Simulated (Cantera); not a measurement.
An isothermal, constant-pressure homogeneous reactor starts with 24.4 % C2H6, 75.6 % N2, at 1150 K and 0.0133 bar.

Cantera simulation using GRI-Mech 3.0 (53 species, 325 reactions); the numbers are that mechanism's predictions, not measurements. GRI-Mech 3.0 stops at C3 and has no aromatics, soot or wall deposition, so with more carbon than oxygen in the feed, carbon stays in small species such as C2H2 where larger ones or solid carbon would form. Radical loss at walls, strong at low pressure, is not modelled.

x: mole fraction; the columns are a selection and need not sum to one.

```json
[
 {"t (s)": "8.00e-6", "x C2H6": "0.244", "x H": "1.27e-11", "x CH3": "1.48e-7", "x CH4": "2.72e-10", "x C2H": "<1e-12", "x H2": "5.12e-12"},
 {"t (s)": "5.04e-5", "x C2H6": "0.244", "x H": "1.77e-10", "x CH3": "9.25e-7", "x CH4": "1.07e-8", "x C2H": "<1e-12", "x H2": "2.99e-10"},
 {"t (s)": "0.000318", "x C2H6": "0.244", "x H": "8.19e-9", "x CH3": "5.49e-6", "x CH4": "4.09e-7", "x C2H": "<1e-12", "x H2": "8.14e-8"},
 {"t (s)": "0.00201", "x C2H6": "0.244", "x H": "2.66e-7", "x CH3": "2.43e-5", "x CH4": "1.28e-5", "x C2H": "<1e-12", "x H2": "1.81e-5"},
 {"t (s)": "0.0126", "x C2H6": "0.242", "x H": "(withheld)", "x CH3": "(withheld)", "x CH4": "(withheld)", "x C2H": "<1e-12", "x H2": "(withheld)"},
 {"t (s)": "0.0798", "x C2H6": "0.209", "x H": "4.38e-6", "x CH3": "0.000129", "x CH4": "0.00417", "x C2H": "4.44e-12", "x H2": "0.0244"},
 {"t (s)": "0.503", "x C2H6": "(withheld)", "x H": "(withheld)", "x CH3": "(withheld)", "x CH4": "(withheld)", "x C2H": "3.38e-11", "x H2": "(withheld)"},
 {"t (s)": "3.17", "x C2H6": "0.00102", "x H": "2.20e-6", "x CH3": "8.76e-6", "x CH4": "0.0402", "x C2H": "4.25e-11", "x H2": "0.186"},
 {"t (s)": "20.0", "x C2H6": "8.09e-5", "x H": "7.11e-7", "x CH3": "2.46e-6", "x CH4": "0.0394", "x C2H": "2.23e-11", "x H2": "0.209"}
]
```

Question: What belongs in the gaps?

Answer: 
- 0.0126, x H: 2.66e-6
- 0.0126, x CH3: 7.40e-5
- 0.0126, x CH4: 0.000251
- 0.0126, x H2: 0.00161
- 0.503, x C2H6: 0.0727
- 0.503, x H: 6.29e-6
- 0.503, x CH3: 8.13e-5
- 0.503, x CH4: 0.0258
- 0.503, x H2: 0.119
